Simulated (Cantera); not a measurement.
An isothermal, constant-pressure homogeneous reactor starts with 0.464 % H2, 68.2 % O2, 31.4 % N2, at 1375 K and 20.0 Torr.

Detailed kinetics in Cantera: the H2/O2 subset of GRI-Mech 3.0, which has no nitrogen chemistry. Radical loss at walls, strong at low pressure, is not modelled.

x: mole fraction; the columns are a selection and need not sum to one.

```csv
t (s),x H2,x O2,x H,x H2O2,x OH,x H2O,x O
6.00e-5,0.00464,0.682,…,<1e-12,4.71e-9,4.19e-10,4.83e-9
0.000200,0.00464,0.682,…,5.51e-12,2.28e-8,7.14e-9,2.47e-8
0.000665,0.00464,0.682,…,5.07e-11,1.68e-7,1.43e-7,1.98e-7
0.00221,0.00461,0.682,…,3.69e-10,1.55e-5,1.98e-5,1.88e-5
0.00736,2.69e-5,0.677,…,1.08e-8,0.000640,0.00424,0.00403
0.0245,1.16e-5,0.678,…,9.02e-9,0.000561,0.00430,0.00376
0.0815,9.13e-6,0.678,…,8.24e-9,0.000498,0.00435,0.00292
0.271,4.78e-6,0.680,…,6.21e-9,0.000360,0.00445,0.00150
0.903,1.30e-6,0.681,…,2.97e-9,0.000188,0.00455,0.000401
3.00,2.14e-7,0.681,…,7.90e-10,7.66e-5,0.00461,6.53e-5
10.0,3.43e-8,0.681,…,1.64e-10,3.07e-5,0.00463,1.04e-5
```

Task: Complete the blanks.

Result: 
- 6.00e-5, x H: 1.82e-9
- 0.000200, x H: 3.19e-9
- 0.000665, x H: 1.43e-8
- 0.00221, x H: 1.19e-6
- 0.00736, x H: 0.000102
- 0.0245, x H: 8.30e-5
- 0.0815, x H: 5.72e-5
- 0.271, x H: 2.12e-5
- 0.903, x H: 2.96e-6
- 3.00, x H: 1.96e-7
- 10.0, x H: 1.26e-8
